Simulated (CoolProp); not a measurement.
A simple Rankine cycle with R236FA: condensing at 323.15 K, boiler at 1.97 MPa, turbine inlet 376.1 K, turbine efficiency 0.7, pump efficiency 0.7, no recuperator. Each further row changes one setting.

Values from CoolProp's reference Helmholtz-energy equation of state, Pan 2012.

```csv
case,thermal efficiency (%),net work (kJ/kg),heat in (kJ/kg),turbine exit temperature (K),volume ratio over the turbine
as stated,7.0,11.0,156,339.1,4.23
turbine inlet 396.1 K,7.1,12.9,183,364.4,3.85
condensing temperature 315.15 K,8.1,13.4,167,334.4,5.38
boiler pressure 1.38 MPa,5.4,9.15,170,354.7,2.57
turbine efficiency 0.6,5.9,9.21,156,341.0,4.26
```
